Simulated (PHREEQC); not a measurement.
1 kg of water meets 20 L of dry gas (H2 1 by moles) at fixed total pressure, at 5 atm; fugacities by Peng-Robinson. The gases take part in no redox reaction, some water evaporates into the gas, and hydrates or a liquid gas phase aren't modelled. Precipitation was switched off in this run.

All values are PHREEQC results (ion-association model, phreeqc.dat), not measurements.

```json
[
 {"T (°C)": "10", "dissolved H2 (mol/kgw)": "0.00438", "φ of H2": "1.001"},
 {"T (°C)": "20", "dissolved H2 (mol/kgw)": "0.00405", "φ of H2": "1.001"},
 {"T (°C)": "30", "dissolved H2 (mol/kgw)": "0.00382", "φ of H2": "1.001"},
 {"T (°C)": "40", "dissolved H2 (mol/kgw)": "0.00366", "φ of H2": "1.001"},
 {"T (°C)": "50", "dissolved H2 (mol/kgw)": "0.00355", "φ of H2": "1.001"},
 {"T (°C)": "60", "dissolved H2 (mol/kgw)": "0.00348", "φ of H2": "1.001"},
 {"T (°C)": "70", "dissolved H2 (mol/kgw)": "0.00342", "φ of H2": "1.002"},
 {"T (°C)": "80", "dissolved H2 (mol/kgw)": "0.00336", "φ of H2": "1.002"},
 {"T (°C)": "90", "dissolved H2 (mol/kgw)": "0.00328", "φ of H2": "1.002"}
]
```

Complexes and solids missing from the database can't appear. At this temperature some constants are extrapolated from 25 °C, and those without enthalpy data are left unchanged.
